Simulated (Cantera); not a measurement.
Input: 1 mol Al, 5.9 mol O2, 240 mol N2, held at 0.00520 bar.

Equilibrium computed with Cantera from the NASA thermochemical tables; the gas is ideal and each condensed phase is pure. Candidate condensed phases: Al, AlN, Al2O3; 16 gas species. The numbers say what is thermodynamically allowed, not how fast it happens.

x: gas mole fraction; n: condensed amount in mol.

| T (°C) | x N2 | x O2 | x O | x NO | x AlO | n Al2O3(s) |
|---|---|---|---|---|---|---|
| 1125 | 0.979 | 0.0209 | 1.84e-6 | [?] | <1e-12 | 0.500 |
| 1200 | 0.979 | 0.0208 | 5.58e-6 | [?] | <1e-12 | 0.500 |
| 1275 | 0.979 | 0.0207 | 1.52e-5 | [?] | <1e-12 | 0.500 |
| 1350 | 0.979 | 0.0206 | 3.79e-5 | [?] | <1e-12 | 0.500 |
| 1425 | 0.978 | 0.0205 | 8.68e-5 | [?] | <1e-12 | 0.500 |
| 1500 | 0.978 | 0.0203 | 0.000185 | [?] | 6.43e-12 | 0.500 |
| 1575 | 0.978 | 0.0200 | 0.000371 | [?] | 7.34e-11 | 0.500 |
| 1650 | 0.978 | 0.0196 | 0.000703 | [?] | 6.92e-10 | 0.500 |
| 1725 | 0.977 | 0.0191 | 0.00126 | [?] | 5.51e-9 | 0.500 |
| 1800 | 0.976 | 0.0184 | 0.00216 | [?] | 3.78e-8 | 0.500 |
| 1875 | 0.975 | 0.0174 | 0.00353 | [?] | 2.27e-7 | 0.500 |
| 1950 | 0.974 | 0.0161 | 0.00551 | [?] | 1.22e-6 | 0.500 |

Fill in the missing entries.


- 1125, x NO: 0.000252
- 1200, x NO: 0.000375
- 1275, x NO: 0.000538
- 1350, x NO: 0.000745
- 1425, x NO: 0.00100
- 1500, x NO: 0.00131
- 1575, x NO: 0.00167
- 1650, x NO: 0.00209
- 1725, x NO: 0.00256
- 1800, x NO: 0.00306
- 1875, x NO: 0.00358
- 1950, x NO: 0.00410
